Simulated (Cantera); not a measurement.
**Iron carbonyl, mercury and lead vapours: Fe(CO)5 + H2**

Input: 1 mol Fe(CO)5, 71 mol H2, equilibrated at 25.0 mbar.

Method: chemical equilibrium by Gibbs-energy minimisation in Cantera with the NASA 1993 tables (ideal gas, pure condensed phases). Candidate condensed phases: C, C6H6, C7H8, C8H18, Fe, Fe(CO)5, FeO, Fe(OH)2, Fe(OH)3, Fe2O3, Fe3O4, H2O; 114 gas species. Equilibrium is a limit: real reactors are often held back by kinetics, nucleation or transport.

From 452 °C to 902 °C the condensed part is Fe(α). From 952 °C to 1052 °C the condensed part is Fe(γ).

```csv
T (°C),log p H2,log p CO,log p CH4,log p H2O,log p CO2,log p H,log p Fe,log p C2H2 (acetylene),n Fe(α),n Fe(γ)
452,-1.66,-3.67,-2.82,-2.85,-3.98,<-13,<-13,<-13,1.00,0
502,-1.65,-3.15,-3.03,-3.10,-3.89,-12.83,<-13,<-13,1.00,0
552,-1.64,-2.92,-3.36,-3.43,-4.16,-11.92,<-13,-13.15,1.00,0
602,-1.64,-2.84,-3.71,-3.78,-4.56,-11.12,<-13,-12.43,1.00,0
652,-1.63,-2.81,-4.06,-4.12,-4.99,-10.40,<-13,-11.83,1.00,0
702,-1.63,-2.79,-4.38,-4.43,-5.39,-9.76,<-13,-11.31,1.00,0
752,-1.63,-2.79,-4.68,-4.72,-5.76,-9.18,-13.31,-10.85,1.00,0
802,-1.63,-2.79,-4.95,-4.98,-6.10,-8.65,-12.35,-10.43,1.00,0
852,-1.63,-2.79,-5.19,-5.22,-6.41,-8.17,-11.47,-10.05,1.00,0
902,-1.63,-2.78,-5.42,-5.44,-6.70,-7.73,-10.68,-9.70,1.00,0
952,-1.63,-2.78,-5.62,-5.64,-6.96,-7.32,-9.95,-9.38,0,1.00
1002,-1.63,-2.78,-5.81,-5.83,-7.21,-6.95,-9.28,-9.08,0,1.000
1052,-1.63,-2.78,-5.99,-6.00,-7.43,-6.60,-8.66,-8.81,0,1.000
```
log p: log10 of the partial pressure in bar; n: condensed amount in mol.
